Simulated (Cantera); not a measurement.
Feed: 1 mol C6H6, 0.028 mol H2O, at 48800 Torr.

Method: chemical equilibrium by Gibbs-energy minimisation in Cantera with the NASA 1993 tables (ideal gas, pure condensed phases). Candidate condensed phases: C, C6H6, C7H8, C8H18, H2O; 110 gas species. The ideal-gas law is rough above about 30 bar. Equilibrium is a limit: real reactors are often held back by kinetics, nucleation or transport.

**Question.** At 2300 °C, list the 4 most abundant gas species with their mole fractions, and the condensed phases.

**Answer.** H2 0.963, C2H2 (acetylene) 0.0140, CO 0.00921, CH4 0.00807. Condensed: C(graphite).
